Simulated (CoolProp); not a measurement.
The fluoroketone C6F12O (FK-5-1-12) along the isotherm 66.35 °C: Z from the reference equation and from simpler models built on Tc = 168.7 °C, pc = 18.69 bar, ω = 0.471; each cubic takes its own stable root.

Computed with CoolProp (reference Helmholtz-energy equation of state, McLinden 2015).

```
p (bar)   phase  reference  van der Waals  Soave-Redlich-Kwong  Peng-Robinson
-------  ------  ---------  -------------  -------------------  -------------
0.148       gas     0.9927         0.9956               0.9933         0.9930
0.239       gas     0.9881         0.9929               0.9892         0.9886
0.386       gas     0.9807         0.9885               0.9824         0.9815
0.623       gas     0.9685         0.9813               0.9714         0.9698
1.01        gas     0.9479         0.9693               0.9529         0.9504
1.63        gas     0.9130         0.9495               0.9218         0.9178
2.63     liquid    0.02004         0.9159              0.02210        0.01950
4.25     liquid    0.03236         0.8552              0.03564        0.03146
6.86     liquid    0.05215        0.08907              0.05735        0.05065
11.1     liquid    0.08417         0.1419              0.09237        0.08162
17.9     liquid     0.1352         0.2243               0.1479         0.1308
28.9     liquid     0.2171         0.3528               0.2362         0.2092
46.7     liquid     0.3479         0.5525               0.3760         0.3336
```

At some of these states van der Waals gives the other phase, because its saturation line lies elsewhere.
